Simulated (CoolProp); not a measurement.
Vapour-liquid equilibrium of R125 (1) + R152A (2) at 0.226 MPa; x and y are mole fractions of (1).

Computed with CoolProp (multi-fluid Helmholtz-energy mixture model, Lemmon 2005 and Outcalt 1996; pair parameters Bell 2016).

```json
[
 {"x": "0.05", "bubble temperature (°C)": "-6.4", "y at the bubble point": "0.117", "dew temperature at overall composition x (°C)": "-5.2", "liquid density (mol/L)": "___"},
 {"x": "0.15", "bubble temperature (°C)": "-10.1", "y at the bubble point": "0.304", "dew temperature at overall composition x (°C)": "-7.0", "liquid density (mol/L)": "___"},
 {"x": "0.25", "bubble temperature (°C)": "-13.2", "y at the bubble point": "0.449", "dew temperature at overall composition x (°C)": "-9.0", "liquid density (mol/L)": "14.00"},
 {"x": "0.35", "bubble temperature (°C)": "-15.9", "y at the bubble point": "___", "dew temperature at overall composition x (°C)": "___", "liquid density (mol/L)": "13.73"},
 {"x": "0.45", "bubble temperature (°C)": "-18.4", "y at the bubble point": "___", "dew temperature at overall composition x (°C)": "-13.2", "liquid density (mol/L)": "13.46"},
 {"x": "0.55", "bubble temperature (°C)": "-20.8", "y at the bubble point": "0.752", "dew temperature at overall composition x (°C)": "-15.5", "liquid density (mol/L)": "13.20"},
 {"x": "0.65", "bubble temperature (°C)": "___", "y at the bubble point": "0.825", "dew temperature at overall composition x (°C)": "___", "liquid density (mol/L)": "12.94"},
 {"x": "0.75", "bubble temperature (°C)": "-25.3", "y at the bubble point": "0.888", "dew temperature at overall composition x (°C)": "-20.8", "liquid density (mol/L)": "___"},
 {"x": "0.85", "bubble temperature (°C)": "-27.3", "y at the bubble point": "0.940", "dew temperature at overall composition x (°C)": "-23.9", "liquid density (mol/L)": "12.44"},
 {"x": "0.95", "bubble temperature (°C)": "-29.3", "y at the bubble point": "0.983", "dew temperature at overall composition x (°C)": "-27.8", "liquid density (mol/L)": "12.18"}
]
```

Task: Complete the blanks.

Result: 
- 0.05, liquid density (mol/L): 14.54
- 0.15, liquid density (mol/L): 14.27
- 0.35, y at the bubble point: 0.567
- 0.35, dew temperature at overall composition x (°C): -11.0
- 0.45, y at the bubble point: 0.666
- 0.65, bubble temperature (°C): -23.1
- 0.65, dew temperature at overall composition x (°C): -18.0
- 0.75, liquid density (mol/L): 12.69

No azeotrope shows between x = 0.05 and 0.95.

Pair parameters are fitted to limited data, so mixtures are less certain than the pure fluids.
